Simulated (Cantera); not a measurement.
Standard-state values (1 bar) from the NASA 1993 polynomials, evaluated with Cantera. Values are per mole of reaction as written; species without (g) are pure solids or liquids, kept so even where they would boil at 1 bar.

3 Fe(OH)₂ → 3 Fe + O₃(g) + 3 H₂O(g)

```json
[
 {"T (K)": "300", "ΔH° (kJ)": "(withheld)", "ΔS° (J/K)": "(withheld)", "ΔG° (kJ)": "(withheld)", "log10 K": "(withheld)"},
 {"T (K)": "423", "ΔH° (kJ)": "1129.0", "ΔS° (J/K)": "597.3", "ΔG° (kJ)": "876.4", "log10 K": "-108.22"},
 {"T (K)": "573", "ΔH° (kJ)": "(withheld)", "ΔS° (J/K)": "(withheld)", "ΔG° (kJ)": "(withheld)", "log10 K": "(withheld)"},
 {"T (K)": "723", "ΔH° (kJ)": "1105.6", "ΔS° (J/K)": "555.5", "ΔG° (kJ)": "704.0", "log10 K": "-50.86"},
 {"T (K)": "873", "ΔH° (kJ)": "1094.3", "ΔS° (J/K)": "541.4", "ΔG° (kJ)": "621.8", "log10 K": "-37.20"},
 {"T (K)": "1023", "ΔH° (kJ)": "1087.4", "ΔS° (J/K)": "533.9", "ΔG° (kJ)": "541.2", "log10 K": "-27.63"},
 {"T (K)": "1173", "ΔH° (kJ)": "(withheld)", "ΔS° (J/K)": "(withheld)", "ΔG° (kJ)": "(withheld)", "log10 K": "(withheld)"}
]
```

Question: Complete the blanks.

Answer: 
- 300, ΔH° (kJ): 1138.3
- 300, ΔS° (J/K): 623.4
- 300, ΔG° (kJ): 951.3
- 300, log10 K: -165.64
- 573, ΔH° (kJ): 1117.5
- 573, ΔS° (J/K): 573.9
- 573, ΔG° (kJ): 788.6
- 573, log10 K: -71.89
- 1173, ΔH° (kJ): 1082.6
- 1173, ΔS° (J/K): 529.8
- 1173, ΔG° (kJ): 461.2
- 1173, log10 K: -20.54
